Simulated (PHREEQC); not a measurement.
## Reverse-osmosis permeate: speciation

Model water analysis in mg/kgw, 25 °C, pH 6.57, pe 2.7:

| constituent | mg/kgw |
|---|---|
| Na | 0.582 |
| K | 1.29 |
| Ca | 1.5 |
| Mg | 0.197 |
| Cl | 2.44 |
| S(6) as SO4 | 1.29 |
| Alkalinity as HCO3 | 3.47 |
| N(-3) as NH4 | 0.0334 |
| Mn(2) | 0.0134 |
| B | 0.000935 |

Na is adjusted to close the charge balance.
Valence states are taken as typed.

Equilibrium calculation in PHREEQC: ion-association model, phreeqc.dat.

| Property | Value |
|---|---|
| ionic strength | 0.000212 mol/kgw |

```tsv
species	molality	activity	log γ
Cl-	6.88e-5	6.77e-5	-0.007
HCO3-	5.70e-5	5.61e-5	-0.007
Ca+2	3.73e-5	3.49e-5	-0.029
CO2	3.39e-5	3.39e-5	0.000
K+	3.30e-5	3.24e-5	-0.007
Na+	2.62e-5	2.57e-5	-0.007
SO4-2	1.33e-5	1.25e-5	-0.029
```

No solid was allowed to form.
